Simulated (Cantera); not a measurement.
What does this Cantera script print?

```python
import numpy as np
import cantera as ct

gas_names = """
    C CN CO CO2 C2 CCN CNC C2N2 C2O C3 C3O2 C4 C4N2 C5 Fe FeC5O5 FeO N NCO NO NO2 NO3 N2 N2O O O2 O3
""".split()
cond_names = """
    C(gr) Fe(a) Fe(c) Fe(d) Fe(L) FeC5O5(L) FeO(s) FeO(L) Fe2O3(s) Fe3O4(s)
""".split()


# ... load() reads the species with a 1 bar reference pressure and builds the phases ...
atoms = {
    'Fe(CO)5': {'Fe': 1, 'C': 5, 'O': 5},
    'CO': {'C': 1, 'O': 1},
    'N2': {'N': 2},
}
top_T = {'C(gr)': 4500, 'Fe2O3(s)': 1830, 'Fe3O4(s)': 1870}  # K; cautious upper limits of use, not melting points


# ... equilibrate(T, P, feed) seeds the gas with the atoms and calls Mixture.equilibrate('TP', solver="vcs", rtol=1e-11, max_steps=5000) ...
results = []
feed = {'Fe(CO)5': 1, 'CO': 3.3, 'N2': 26}  # mol
T = 1348  # K
for P in [10, 100, 1000, 10000, 100000, 1000000]:
    mix = equilibrate(T, P, feed)
    results.append((T, P, feed, dict(zip(mix.species_names, mix.species_moles))))

top = {s: max(r[3][s] / sum(r[3][g] for g in gas_names) for r in results) for s in gas_names}
cols = sorted((s for s in top if top[s] > 1e-05), key=lambda s: -top[s])[:7]
seen = [c for c in cond_names if any(r[3].get(c, 0) > 1e-12 for r in results)]
print("log10 of partial pressures in bar; condensed amounts in mol")
print(f"{'P/Pa':>10s}" + "".join(f"{s[:9]:>10s}" for s in cols + seen))
for T, P, feed, n in results:
    ng = sum(n[g] for g in gas_names)
    print(f"{P:10.4g}" + "".join(f"{np.log10(max(n[s] / ng * P / 1e5, 1e-99)):10.3f}" for s in cols)
          + "".join(f"{n.get(c, 0):10.4g}" for c in seen))
```

It prints:

```
log10 of partial pressures in bar; condensed amounts in mol
      P/Pa        N2        CO       CO2        Fe     C(gr)     Fe(c)
        10    -4.120    -4.616   -11.758    -8.390 5.828e-07    0.9986
       100    -3.120    -3.616    -9.758    -8.390 5.975e-06    0.9999
      1000    -2.120    -2.616    -7.758    -8.390 5.986e-05         1
     1e+04    -1.120    -1.616    -5.758    -8.390 0.0005985         1
     1e+05    -0.120    -0.617    -3.759    -8.390  0.005971         1
     1e+06     0.880     0.378    -1.769    -8.390    0.0583         1
```

Equilibrium computed with Cantera from the NASA thermochemical tables; the gas is ideal and each condensed phase is pure. Condensed phases not in the tables: cementite and carbon dissolved in iron.
